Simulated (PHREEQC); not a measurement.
Na2HPO4 is added in steps, without added water, to 1 kg of water holding 0.014 mol HBr, at 25 °C. Oxygen alone is held at its pressure in air (log pO2 = -0.68). CO2 from the air is kept out. Nothing may precipitate in this run.

Base run: PHREEQC, ion-association model, wateq4f.dat. Each further column changes one thing. The table gives H3PO4 (mol/kgw).

| Na2HPO4 added (mol) | base | metal-ligand complexes left out | database phreeqc.dat | Davies equation for every ion | all activity coefficients set to 1 |
|---|---|---|---|---|---|
| 0 | 0 | 0 | 0 | 0 | 0 |
| 0.001313 | 0.000766 | 0.000766 | 0.000766 | 0.000759 | 0.000833 |
| 0.003938 | 0.00192 | 0.00192 | 0.00192 | 0.00190 | 0.00212 |
| 0.00525 | 0.00226 | 0.00226 | 0.00226 | 0.00223 | 0.00251 |
| 0.006562 | 0.00241 | 0.00241 | 0.00241 | 0.00238 | 0.00269 |
| 0.009187 | 0.00214 | 0.00214 | 0.00214 | 0.00211 | 0.00240 |
| 0.0105 | 0.00174 | 0.00174 | 0.00174 | 0.00172 | 0.00195 |
| 0.01181 | 0.00119 | 0.00119 | 0.00119 | 0.00117 | 0.00133 |
| 0.01444 | 5.63e-6 | 5.47e-6 | 5.63e-6 | 5.65e-6 | 4.23e-6 |
| 0.01575 | 1.46e-6 | 1.42e-6 | 1.46e-6 | 1.47e-6 | 1.08e-6 |
| 0.01706 | 8.50e-7 | 8.23e-7 | 8.50e-7 | 8.52e-7 | 6.18e-7 |
| 0.01969 | 4.70e-7 | 4.54e-7 | 4.70e-7 | 4.71e-7 | 3.35e-7 |
| 0.021 | 3.87e-7 | 3.73e-7 | 3.87e-7 | 3.88e-7 | 2.74e-7 |

H3PO4, which wateq4f.dat lacks, is added to it with the constant of phreeqc.dat.  phreeqc.dat and wateq4f.dat share most of their constants, so their agreement is no independent check.
